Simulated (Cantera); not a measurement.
A closed system holds: 1 mol Al, 4.3 mol N₂O, 140 mol H₂, equilibrated at 0.100 bar.

Equilibrium computed with Cantera from the NASA thermochemical tables; the gas is ideal and each condensed phase is pure. Candidate condensed phases: Al, AlN, Al₂O₃, H₂O; 35 gas species. Equilibrium is a limit: real reactors are often held back by kinetics, nucleation or transport. All values below are at 1048 K.

Base state: H₂ 0.951, N₂ 0.0298, H₂O 0.0194 (mole fractions); condensed: Al₂O₃(s).

**Question.** What changes in the equilibrium state with this change: N₂O from 4.3 to 5.3 mol?

**Answer.** 
```
species        before   after
-------------  ------  ------
H₂              0.951   0.937
N₂             0.0298  0.0365
H₂O            0.0194  0.0262
Al₂O₃(s), mol   0.500   0.500
```

**Question.** What changes in the equilibrium state with this change: H₂ from 140 to 1.1 mol?

**Answer.** 
| species | before | after |
|---|---|---|
| N₂ | 0.0298 | 0.688 |
| H₂O | 0.0194 | 0.176 |
| O₂ | <1e-9 | 0.136 |
| H₂ | 0.951 | <1e-9 |
| NO | <1e-9 | 3.89e-5 |
| Al₂O₃(s), mol | 0.500 | 0.500 |
